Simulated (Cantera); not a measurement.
A perfectly stirred reactor is fed with C2H4 : H2 = 1 : 24 (molar parts), at 101000 Pa; it is held at 1575 K, and followed from long to short residence time.

Model: GRI-Mech 3.0 (53 species, 325 reactions), integrated in Cantera. GRI-Mech 3.0 was tuned for natural gas; its chemistry of ethylene as a main component is partial and can be far from experiment. GRI-Mech 3.0 stops at C3 and has no aromatics, soot or wall deposition, so with more carbon than oxygen in the feed, carbon stays in small species such as C2H2 where larger ones or solid carbon would form.

One state of this run: x C2H4 = 0.00468; x H2 = 0.955; x C2H6 = 1.31e-5; x C2H = 5.06e-9; x H = 5.70e-5; x CH4 = 0.0108; x C2H2 = 0.0290. x: mole fraction; the columns are a selection and need not sum to one.

Problem. Which value of τ (s) does it belong to?
A. 0.0066
B. 0.025
C. 0.74
D. 0.098

Solution. D, 0.098
